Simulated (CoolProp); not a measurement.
Properties of octamethylcyclotetrasiloxane (D4) at several states (Tc = 586.5 K, pc = 1.347 MPa, ω = 0.598).

Computed with CoolProp (reference Helmholtz-energy equation of state, Thol 2015).

```tsv
T (K)	p (MPa)	phase	density (kg/m³)	cv (kJ/(kg K))	fugacity coefficient
453.7	0.659	liquid	[?]	[?]	[?]
499.4	3.38	liquid	[?]	1.828	[?]
516.2	0.585	liquid	[?]	1.871	0.6110
539.3	0.0179	gas	1.192	[?]	0.9936
316.1	1.52	liquid	932.6	[?]	0.0003666
572	0.121	gas	7.826	1.926	0.9654
```

Q: Some entries are withheld; supply them.

A: 
- 453.7, density (kg/m³): 761.6
- 453.7, cv (kJ/(kg K)): 1.725
- 453.7, fugacity coefficient: 0.1693
- 499.4, density (kg/m³): 714.6
- 499.4, fugacity coefficient: 0.1075
- 516.2, density (kg/m³): 659.2
- 539.3, cv (kJ/(kg K)): 1.856
- 316.1, cv (kJ/(kg K)): 1.409
